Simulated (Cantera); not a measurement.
Mixture: CH4 : O2 : N2 : H2O = 1 : 4.35 : 16.3 : 1.4 (molar parts), at 17.0 bar, adiabatic and at constant volume. Ignition delay is the time to a rise of 400 K.

Computed with Cantera and GRI-Mech 3.0 (53 species, 325 reactions). The pressure lies above the range GRI-Mech 3.0 was tuned for (to about 10 atm).

Problem. Predict: delay at 1275 K; delay at 1350 K; delay at 1425 K; delay at 1500 K; delay at 1575 K; delay at 1650 K; delay at 1725 K; apparent activation energy between 1575 and 1725 K.

Solution. 
- delay at 1275 K: 0.847 ms
- delay at 1350 K: 0.381 ms
- delay at 1425 K: 0.183 ms
- delay at 1500 K: 92.3 µs
- delay at 1575 K: 48.6 µs
- delay at 1650 K: 26.6 µs
- delay at 1725 K: 15.2 µs
- apparent activation energy between 1575 and 1725 K: 180 kJ/mol
